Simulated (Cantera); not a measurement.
A perfectly stirred reactor is fed with CO : H2 : O2 : N2 : H2O = 1 : 0.066 : 0.381 : 1.43 : 0.3 (molar parts), at 750 Torr; it is adiabatic with a 425 K inlet, and is followed from long to short residence time, starting on the burning branch (τ in s: 0.082, 0.034, 0.014, 0.0056, 0.0023, 0.00092, 0.00038, 0.00015, 6.2e-05, 2.5e-05, 1e-05, 4.2e-06).

Model: GRI-Mech 3.0 (53 species, 325 reactions), integrated in Cantera.

### Question
What does this change do: pressure from 750 Torr to 9750 Torr?

### Answer
| quantity | before | after |
|---|---|---|
| blow-out, bracketed by the residence times tried | burning at 0.150 ms, out at 62.0 µs | burning at 10.0 µs, out at 4.20 µs |
| x(CO) at τ = 82.0 ms | 0.104 | 0.101 |
| x(H2) at τ = 82.0 ms | 0.00908 | 0.00856 |
| x(O2) at τ = 82.0 ms | 0.00184 | 0.000107 |
| x(N2O) at τ = 82.0 ms | 3.97e-8 | 4.10e-8 |
| x(O) at τ = 82.0 ms | 0.000322 | 1.41e-5 |
| x(CO) at τ = 0.380 ms | 0.137 | 0.106 |
| x(H2) at τ = 0.380 ms | 0.0145 | 0.00900 |
| x(O2) at τ = 0.380 ms | 0.0226 | 0.00306 |
| x(N2O) at τ = 0.380 ms | 6.65e-8 | 2.39e-7 |
| x(O) at τ = 0.380 ms | 0.00712 | 0.000376 |
The hydrogen kinetics of GRI-Mech 3.0 are dated; newer H2 mechanisms differ, most at raised pressure. The pressure lies above the range GRI-Mech 3.0 was tuned for (to about 10 atm).

### Question
What does this change do: H2O 0.3 to 0.22 parts?

### Answer
```csv
quantity,before,after
"blow-out, bracketed by the residence times tried","burning at 0.150 ms, out at 62.0 µs","burning at 0.150 ms, out at 62.0 µs"
x(CO) at τ = 82.0 ms,0.104,0.111
x(H2) at τ = 82.0 ms,0.00908,0.00738
x(O2) at τ = 82.0 ms,0.00184,0.00235
x(N2O) at τ = 82.0 ms,3.97e-8,5.15e-8
x(O) at τ = 82.0 ms,0.000322,0.000424
x(CO) at τ = 0.380 ms,0.137,0.147
x(H2) at τ = 0.380 ms,0.0145,0.0122
x(O2) at τ = 0.380 ms,0.0226,0.0247
x(N2O) at τ = 0.380 ms,6.65e-8,7.36e-8
x(O) at τ = 0.380 ms,0.00712,0.00849
```
